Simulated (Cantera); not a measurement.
A Cantera script and what it prints.

```python
import numpy as np
import cantera as ct

gas_names = """
    Cr CrO CrO2 CrO3 H HO2 H2 H2O H2O2 O OH O2 O3
""".split()
cond_names = """
    Cr(cr) Cr(L) Cr2O3(s) Cr2O3(L) H2O(s) H2O(L)
""".split()


# ... load() reads the species with a 1 bar reference pressure and builds the phases ...
atoms = {
    'Cr': {'Cr': 1},
    'H2O': {'H': 2, 'O': 1},
    'H2': {'H': 2},
}
top_T = {}  # K; cautious upper limits of use, not melting points


# ... equilibrate(T, P, feed) seeds the gas with the atoms and calls Mixture.equilibrate('TP', solver="vcs", rtol=1e-11, max_steps=5000) ...
results = []
T = 2200  # K
P = 10000  # Pa
for m in [1.8, 2.2, 2.7, 3.4, 4.2, 5.1, 6.4, 7.9, 9.8, 12]:
    feed = {'Cr': 1, 'H2O': 0.58, 'H2': m}  # mol
    mix = equilibrate(T, P, feed)
    results.append((T, P, feed, dict(zip(mix.species_names, mix.species_moles))))

top = {s: max(r[3][s] / sum(r[3][g] for g in gas_names) for r in results) for s in gas_names}
cols = sorted((s for s in top if top[s] > 1e-06), key=lambda s: -top[s])[:8]
seen = [c for c in cond_names if any(r[3].get(c, 0) > 1e-12 for r in results)]
print("log10 of partial pressures in bar; condensed amounts in mol")
print(f"{'n(H2)':>10s}" + "".join(f"{s[:9]:>10s}" for s in cols + seen))
for T, P, feed, n in results:
    ng = sum(n[g] for g in gas_names)
    print(f"{feed['H2']:10.4g}" + "".join(f"{np.log10(max(n[s] / ng * P / 1e5, 1e-99)):10.3f}" for s in cols)
          + "".join(f"{n.get(c, 0):10.4g}" for c in seen))
```

It prints:

```
log10 of partial pressures in bar; condensed amounts in mol
     n(H2)        H2        Cr       H2O         H       CrO        OH      CrO2         O     Cr(L)  Cr2O3(s)
       1.8    -1.060    -2.077    -2.579    -2.779    -3.678    -5.154    -5.667    -7.030     0.438    0.1683
       2.2    -1.060    -2.077    -2.579    -2.779    -3.678    -5.154    -5.667    -7.030    0.4086    0.1641
       2.7    -1.060    -2.077    -2.579    -2.779    -3.678    -5.154    -5.667    -7.030    0.3717    0.1588
       3.4    -1.060    -2.077    -2.579    -2.779    -3.678    -5.154    -5.667    -7.030    0.3202    0.1515
       4.2    -1.060    -2.077    -2.579    -2.779    -3.678    -5.154    -5.667    -7.030    0.2612    0.1431
       5.1    -1.060    -2.077    -2.579    -2.779    -3.678    -5.154    -5.667    -7.030     0.195    0.1336
       6.4    -1.060    -2.077    -2.579    -2.779    -3.678    -5.154    -5.667    -7.030    0.0992    0.1199
       7.9    -1.060    -2.083    -2.575    -2.779    -3.680    -5.150    -5.665    -7.026         0    0.1036
       9.8    -1.056    -2.137    -2.535    -2.777    -3.698    -5.112    -5.647    -6.990         0   0.07529
        12    -1.053    -2.184    -2.502    -2.776    -3.714    -5.079    -5.631    -6.959         0   0.04098
```

Cantera equilibrium calculation (NASA polynomials, part measured and part estimated; ideal gas, pure solids and liquids). Mutual solubility and eutectic melting of coexisting phases are not modelled.
